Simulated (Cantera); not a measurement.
Counterflow diffusion flame

A counterflow diffusion flame at 0.530 bar, nozzles 20 mm apart: fuel side 100 % CH₄ at 325 K, oxidiser side 23.0 % O₂, 77.0 % N₂ at 598 K, fuel mass flux 0.85 times the oxidiser's; mixture-averaged transport, no radiation.

Model: GRI-Mech 3.0 (53 species, 325 reactions), integrated in Cantera. GRI-Mech 3.0 has no aromatics or soot, which form on the fuel side of real flames. The maximum strain rate includes the flame's own expansion and is several times the mean.

| oxidiser flux (kg/m²/s) | max strain (1/s) | mean strain (1/s) | T max (K) | peak x OH | peak x H | peak x NO | peak x CO | peak x C₂H₂ |
|---|---|---|---|---|---|---|---|---|
| 0.13 | 199 | 38.6 | 2165 | 0.0113 | 0.00721 | 0.000324 | 0.0708 | 0.0164 |
| 0.2 | 290 | 59.4 | 2146 | 0.0110 | 0.00752 | 0.000286 | 0.0692 | 0.0155 |
| 0.31 | 430 | 92.1 | 2131 | 0.0108 | 0.00789 | 0.000247 | 0.0682 | 0.0148 |
| 0.46 | 614 | 137 | 2112 | 0.0105 | 0.00810 | 0.000206 | 0.0674 | 0.0138 |
| 0.71 | 910 | 211 | 2085 | 0.00995 | 0.00818 | 0.000157 | 0.0668 | 0.0124 |
| 1.1 | 1360 | 327 | 2051 | 0.00916 | 0.00800 | 0.000107 | 0.0666 | 0.0105 |
| 1.6 | 1920 | 476 | 2009 | 0.00814 | 0.00745 | 6.55e-5 | 0.0668 | 0.00825 |
x: mole fraction; the columns are a selection and need not sum to one.
